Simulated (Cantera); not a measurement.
Mixture: H2 : O2 : N2 = 1 : 0.833 : 5.08 (molar parts), at 15800 Torr, adiabatic and at constant volume. Ignition delay is the time to a rise of 400 K.

Detailed kinetics in Cantera: the H2/O2 subset of GRI-Mech 3.0, which has no nitrogen chemistry. The hydrogen kinetics of GRI-Mech 3.0 are dated; newer H2 mechanisms differ, most at raised pressure. The pressure lies above the range GRI-Mech 3.0 was tuned for (to about 10 atm). Where the delays flatten at high temperature, the 400 K rule measures the pace of heat release, not the induction time.

Task: What does this change do: pressure from 15800 Torr to 465 Torr?

Result: 
```
quantity           before     after
---------------  --------  --------
delay at 1148 K  0.465 ms  0.144 ms
delay at 1348 K   6.04 µs   72.9 µs
delay at 1548 K  0.982 µs   64.1 µs
delay at 1748 K  0.521 µs   76.5 µs
delay at 1948 K  0.368 µs  0.102 ms
```

Task: What does this change do: constant pressure in place of constant volume?

Result: 
| quantity | before | after |
|---|---|---|
| delay at 1148 K | 0.465 ms | 0.494 ms |
| delay at 1348 K | 6.04 µs | 6.24 µs |
| delay at 1548 K | 0.982 µs | 1.05 µs |
| delay at 1748 K | 0.521 µs | 0.572 µs |
| delay at 1948 K | 0.368 µs | 0.428 µs |

Task: What does this change do: pressure from 15800 Torr to 760 Torr?

Result: 
```csv
quantity,before,after
delay at 1148 K,0.465 ms,89.4 µs
delay at 1348 K,6.04 µs,39.2 µs
delay at 1548 K,0.982 µs,29.8 µs
delay at 1748 K,0.521 µs,32.1 µs
delay at 1948 K,0.368 µs,40.5 µs
```
